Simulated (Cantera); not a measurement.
A Cantera script and its output.

```python
import numpy as np
import cantera as ct

gas = ct.Solution("gri30.yaml")
gas.TPX = 475, 79000, {'CH4': 1, 'H2': 0.68, 'O2': 2.75, 'N2': 10.4}
inlet = ct.Reservoir(gas, clone=True)
gas.equilibrate("HP")  # start burning
reactor = ct.IdealGasConstPressureReactor(gas, energy="on", clone=False)
exhaust = ct.Reservoir(gas, clone=True)
tau = [0.045, 0.018, 0.0069, 0.0027, 0.001, 0.0004, 0.00016, 6.1e-05, 2.4e-05][0]
for a, b in ((inlet, reactor), (reactor, exhaust)):
    ct.MassFlowController(a, b, mdot=lambda t: reactor.mass / tau)
net = ct.ReactorNet([reactor])
show = ['CH4', 'H2', 'O2', 'HCN', 'CH2O', 'CO']

rows = []
print(f"{'tau/s':>10s}{'T/K':>9s}" + "".join(f"{s:>11s}" for s in show))
for tau in [0.045, 0.018, 0.0069, 0.0027, 0.001, 0.0004, 0.00016, 6.1e-05, 2.4e-05]:
    net.initial_time = 0.0
    net.advance(30 * tau)
    before = gas.X
    net.advance(40 * tau)
    drift = np.max(np.abs(gas.X - before) / (gas.X + 1e-9))
    rows.append([gas.T, *gas[show].X, drift])
    print(f"{tau:10.3e}{gas.T:9.1f}" + "".join(f"{x:11.3e}" for x in gas[show].X))
```

Result:

```
     tau/s      T/K        CH4         H2         O2        HCN       CH2O         CO
 4.500e-02   2182.9  5.305e-06  2.083e-03  2.927e-02  1.311e-07  8.947e-07  4.017e-03
 1.800e-02   2160.8  1.063e-05  2.871e-03  3.020e-02  1.496e-07  1.789e-06  5.448e-03
 6.900e-03   2120.4  2.085e-05  4.298e-03  3.171e-02  1.707e-07  3.409e-06  7.863e-03
 2.700e-03   2062.1  4.038e-05  6.317e-03  3.379e-02  2.012e-07  6.203e-06  1.099e-02
 1.000e-03   1981.6  8.568e-05  8.959e-03  3.662e-02  2.520e-07  1.190e-05  1.478e-02
 4.000e-04   1893.0  1.869e-04  1.157e-02  3.995e-02  3.242e-07  2.306e-05  1.870e-02
 1.600e-04   1793.9  4.653e-04  1.415e-02  4.479e-02  4.482e-07  4.974e-05  2.396e-02
 6.100e-05   1669.5  1.686e-03  1.811e-02  5.577e-02  7.791e-07  1.455e-04  3.418e-02
 2.400e-05    475.0  6.743e-02  4.585e-02  1.854e-01  5.724e-21  7.711e-18  2.239e-16
```

Detailed kinetics in Cantera: GRI-Mech 3.0 (53 species, 325 reactions).
